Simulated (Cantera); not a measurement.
A perfectly stirred reactor is fed with CH₃OH : O₂ : N₂ = 1 : 1.15 : 4.34 (molar parts), equivalence ratio 1.3, at 4200 Torr; it is adiabatic with a 498 K inlet, and is followed from long to short residence time, starting on the burning branch (τ in s: 0.44, 0.2, 0.088, 0.039, 0.017, 0.0078, 0.0035, 0.0016, 0.00069, 0.00031, 0.00014, 6.2e-05, 2.8e-05).

Model: GRI-Mech 3.0 (53 species, 325 reactions), integrated in Cantera. GRI-Mech 3.0 was tuned for natural gas; its chemistry of methanol as a main component is partial and can be far from experiment.

Problem. Predict: blow-out, bracketed by the residence times tried; x(CH₃OH) at τ = 0.440 s; x(O₂) at τ = 0.440 s; x(CH₄) at τ = 0.440 s; x(HCN) at τ = 0.440 s; x(HCO) at τ = 0.440 s; x(CH₃OH) at τ = 3.50 ms; x(O₂) at τ = 3.50 ms; x(CH₄) at τ = 3.50 ms; x(HCN) at τ = 3.50 ms; x(HCO) at τ = 3.50 ms.

Solution. 
```json
{
 "blow_out_bracketed_by_the_residence_times_tried": "burning at 28.0 µs, the shortest tried",
 "x(CH₃OH) at τ = 0.440 s": "1.49e-7",
 "x(O₂) at τ = 0.440 s": "2.27e-5",
 "x(CH₄) at τ = 0.440 s": "1.31e-6",
 "x(HCN) at τ = 0.440 s": "8.32e-8",
 "x(HCO) at τ = 0.440 s": "4.37e-8",
 "x(CH₃OH) at τ = 3.50 ms": "6.14e-6",
 "x(O₂) at τ = 3.50 ms": "0.000438",
 "x(CH₄) at τ = 3.50 ms": "4.64e-6",
 "x(HCN) at τ = 3.50 ms": "6.38e-7",
 "x(HCO) at τ = 3.50 ms": "3.98e-7"
}
```
